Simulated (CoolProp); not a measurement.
Vapour-liquid equilibrium of R125 (1) + R245fa (2) at 579 kPa; x and y are mole fractions of (1).

The numbers come from the multi-fluid Helmholtz-energy mixture model, Lemmon 2005 and Akasaka 2015; pair parameters Bell 2016 in CoolProp.

| x | bubble temperature, mixture model (K) | bubble temperature, Raoult's law (K) | y, mixture model | y, Raoult's law |
|---|---|---|---|---|
| 0.05 | 332.9 | 332.0 | 0.220 | 0.267 |
| 0.15 | 318.8 | 317.5 | 0.517 | 0.577 |
| 0.25 | 307.8 | 306.6 | 0.689 | 0.739 |
| 0.35 | 299.2 | 298.2 | 0.792 | 0.833 |
| 0.45 | 292.2 | 291.3 | 0.859 | 0.891 |
| 0.55 | 286.5 | 285.7 | 0.904 | 0.929 |
| 0.65 | 281.7 | 280.9 | 0.936 | 0.955 |
| 0.75 | 277.4 | 276.8 | 0.960 | 0.973 |
| 0.85 | 273.7 | 273.2 | 0.978 | 0.986 |
| 0.95 | 270.2 | 270.0 | 0.993 | 0.996 |

The largest gap from Raoult's law is +1.3 K in bubble temperature, at x = 0.15. No azeotrope shows between x = 0.05 and 0.95.

Pair parameters are fitted to limited data, so mixtures are less certain than the pure fluids.
